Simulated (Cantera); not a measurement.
Feed: 1 mol BN, 0.21 mol H2, equilibrated at 0.0133 bar.

These are equilibrium values from Cantera (NASA tables, ideal gas, pure condensed phases), not measurements of a reactor. Candidate condensed phases: B, BN; 28 gas species. Ions and electrons are included (thermal ionisation). Mutual solubility and eutectic melting of coexisting phases are not modelled. The tables' values for BH2 are old estimates; treat these amounts as uncertain. The numbers say what is thermodynamically allowed, not how fast it happens.

log p: log10 of the partial pressure in bar; n: condensed amount in mol.

```tsv
T (°C)	log p H2	log p N2	log p B	log p H	log p N	log p B+	log p e-	n B(s)	n BN(s)	n B(l)
1727	-1.89	-3.93	-6.88	-3.73	-11.01	-13.24	-13.24	0.00367	0.996	0
2227	[?]	[?]	[?]	[?]	[?]	[?]	[?]	0	0	[?]
2727	-3.37	-2.31	-2.34	-2.49	-6.01	-7.27	-7.27	0	0	0.524
3227	-4.63	-2.46	-2.16	-2.54	-4.89	-6.10	-6.10	0	0	0
3727	-5.48	-2.47	-2.16	-2.54	-3.99	-5.28	-5.28	0	0	0
4227	[?]	-2.50	-2.17	-2.54	[?]	[?]	[?]	0	0	0
4727	-6.75	-2.62	-2.19	-2.56	-2.79	-4.13	-4.13	0	0	0
```

Problem. Some entries are withheld; supply them.

Solution. 
- 4227, log p H2: -6.17
- 4227, log p N: -3.30
- 4227, log p B+: -4.64
- 4227, log p e-: -4.64
- 2227, log p H2: -2.52
- 2227, log p N2: -2.05
- 2227, log p B: -4.06
- 2227, log p H: -2.86
- 2227, log p N: -7.56
- 2227, log p B+: -9.62
- 2227, log p e-: -9.62
- 2227, n B(l): 0.994
